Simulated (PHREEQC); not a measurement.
A PHREEQC input (ion-association model, wateq4f.dat):

```
SOLUTION 1
  temp 25
  units mg/L
  pH 8.05
  pe 2.5
  Na 19.8
  K 1.95 charge
  Ca 8.61
  Mg 6.88
  Cl 23.7
  S(6) 10.6 as SO4
  Alkalinity 59 as HCO3
  B 0.0938
END
USE solution 1
EQUILIBRIUM_PHASES 1
  Quartz 0 0.5
  CO2(g) -3.4 10
END
```

It stops with these messages:

```
WARNING: Maximum iterations exceeded, 100
WARNING: Maximum iterations exceeded, 100
WARNING: The program has failed to converge to a numerical solution.
ERROR:           Alkalinity has not converged. Total: 9.670367e-04	Calculated: 9.678174e-04	Residual: -7.807341e-07
ERROR: Is non-carbonate alkalinity greater than total alkalinity?
ERROR: Model failed to converge for initial solution  1.
```

Q: Why does the run stop?

A: The fault: charge balance asked on the minor ion K. The line should read `K 1.95` where the input has `K 1.95 charge`. With the mend the run ends at pH 8.17 and ionic strength 0.00245 mol/kgw.
